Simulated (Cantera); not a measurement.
**Catalytic combustion on Pt**

An isothermal plug-flow reactor at 848 K and 750 Torr (inlet), inlet velocity 0.69 m/s, active area per volume 1500 1/m; feed 0.598 % CO, 12.0 % O₂, 85.9 % N₂, 1.52 % H₂O, equivalence ratio 0.025.

Detailed kinetics in Cantera: Deutschmann's 1995 Pt surface mechanism with GRI-Mech 3.0 gas chemistry. Catalytic surfaces can have several steady states; this one follows from the mechanism file's or the stated starting coverage. Mass transfer to the wall is taken as infinitely fast.

```
z (m)        x CO   x O₂   x H₂O    x CO₂  θ free Pt   θ O*    θ OH*     θ CO*
-------  --------  -----  ------  -------  ---------  -----  -------  --------
5e-05     0.00421  0.119  0.0152  0.00177     0.0858  0.910  0.00289   0.00170
9.7e-05   0.00339  0.118  0.0152  0.00260     0.0773  0.919  0.00276   0.00110
0.00019   0.00238  0.118  0.0153  0.00361     0.0701  0.927  0.00264  0.000631
0.00036   0.00138  0.118  0.0153  0.00461     0.0648  0.932  0.00255  0.000312
0.0007   0.000536  0.117  0.0153  0.00546     0.0613  0.936  0.00248  0.000108
0.0013   0.000114  0.117  0.0153  0.00589     0.0597  0.938  0.00245   2.17e-5
0.0026    4.33e-6  0.117  0.0153  0.00600     0.0593  0.938  0.00244   8.15e-7
0.005     1.06e-8  0.117  0.0153  0.00600     0.0593  0.938  0.00244   2.00e-9
```
x: gas mole fraction; θ: surface coverage.
